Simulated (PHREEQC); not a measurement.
# Brackish or sea water: an equilibrium model

Synthetic water in mg/kgw, 25 °C, pH 8.23:

| constituent | mg/kgw |
|---|---|
| Na | 5850 |
| K | 62.9 |
| Ca | 143 |
| Mg | 1130 |
| Cl | 10400 |
| S(6) as SO4 | 2890 |
| Alkalinity as HCO3 | 6.35 |

Cl is adjusted to close the charge balance.
Valence states are taken as typed.

The numbers come from PHREEQC with the Pitzer model, pitzer.dat.

This is a speciation only: nothing precipitates in the calculation.

Problem. What activity of water, osmotic coefficient, density does the model give?

Solution. activity of water 0.990; osmotic coefficient 0.884; density 1.013 g/cm³.

Problem. In which forms is C present?

Solution. HCO3- 91 %, MgCO3 4.6 %, CO3-2 3.8 %, CO2 0.7 % of the C.

Species that the database lacks are ignored.
